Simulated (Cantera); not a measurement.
Charge: 1 mol S, 0.067 mol SO₂, 0.43 mol H₂, at 1348.15 K and 15.0 Pa.

Cantera equilibrium calculation (NASA polynomials, part measured and part estimated; ideal gas, pure solids and liquids). Candidate condensed phases: H₂O, H₂SO₄, S; 19 gas species. The numbers say what is thermodynamically allowed, not how fast it happens.

Base state: S₂ 0.540, H₂ 0.300, H₂O 0.125, H₂S 0.0223, SO₂ 0.00640, SH 0.00334, SO 0.00178, S 0.000344 (mole fractions); condensed: gas only.

Problem. What changes in the equilibrium state with this change: temperature from 1348.15 K to 3423 K?

Solution. 
```csv
species,before,after
S,0.000344,0.518
H,0.000104,0.417
O,<1e-9,0.0648
S₂,0.540,7.16e-5
H₂S,0.0223,<1e-9
H₂O,0.125,1.65e-8
H₂,0.300,0.000107
SO₂,0.00640,2.06e-8
S₂O,0.000289,<1e-9
```
